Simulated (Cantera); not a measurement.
An adiabatic, constant-pressure homogeneous reactor starts with 2.78 % CH4, 0.806 % C2H6, 1.08 % C3H8, 20.0 % O2, 75.3 % N2, at 1025 K and 0.410 bar.

Detailed kinetics in Cantera: GRI-Mech 3.0 (53 species, 325 reactions). GRI-Mech 3.0 was tuned for natural gas; its chemistry of propane as a main component is partial and can be far from experiment.

**Question.** Predict: time of steepest temperature rise; temperature at 5.00 s; equilibrium temperature; x(CO2) at 5.00 s; x(H2O) at 5.00 s.

**Answer.** 
```
Property                                                          Result
---------------------------------  -------------------------------------
time of steepest temperature rise                                87.6 ms
temperature at 5.00 s                                             2324 K
equilibrium temperature                                           2324 K
x(CO2) at 5.00 s                   0.0687 (gas-phase equilibrium 0.0687)
x(H2O) at 5.00 s                     0.114 (gas-phase equilibrium 0.114)
```
